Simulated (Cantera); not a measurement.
A closed system holds: 1 mol SiHCl₃, 3 mol N₂, held at 21.0 mbar.

Equilibrium computed with Cantera from the NASA thermochemical tables; the gas is ideal and each condensed phase is pure. Candidate condensed phases: NH₄Cl, Si, Si₃N₄; 28 gas species. N₂ is the only nitrogen source here; it is nearly inert below about 1500 K, so the nitride shown seldom forms there in practice. Kinetics and transport are ignored.

Over these rows the condensed part is Si₃N₄(s). Partial pressures as log10 of bar:

| T (K) | 1000/T (1/K) | log p SiCl₂ | log p N₂ | log p HCl | log p SiCl₄ | log p H₂ |
|---|---|---|---|---|---|---|
| 1073 | 0.9320 | -6.35 | -1.86 | -2.41 | -2.55 | -3.24 |
| 1098 | 0.9107 | -6.04 | -1.86 | -2.41 | -2.55 | -3.25 |
| 1123 | 0.8905 | -5.75 | -1.86 | -2.40 | -2.56 | -3.26 |
| 1148 | 0.8711 | -5.46 | -1.86 | -2.40 | -2.56 | -3.27 |
| 1173 | 0.8525 | ? | -1.86 | -2.40 | -2.56 | -3.28 |
| 1198 | 0.8347 | -4.94 | -1.86 | -2.40 | -2.56 | -3.29 |

Fit log p(SiCl₂) = a + b·(1000/T) to the five rows, give the apparent enthalpy, and predict the row at 1173 K.

Means: 1000/T = 0.8878, log p = -5.708. Sxy = -0.081015, Sxx = 0.0055838, so b = -14.51 and a = -5.708 − (-14.51)×0.8878 = 7.17.
Apparent enthalpy: −19.145 × (-14.51) = 278 kJ/mol. With the condensed phases at unit activity, 1/6 Si₃N₄(s) + 1/2 SiCl₄(g) = SiCl₂(g) + 1/3 N₂(g) links this pressure to the main gases: over the six rows their terms move log p by -0.01 in all, so the slope is close to that reaction's ΔH°. The five rows lie within 0.01 of the line.
Prediction at 1173 K: 7.17 + (-14.51)×0.8525 = -5.20. The computed value is -5.19, 0.01 from the line.
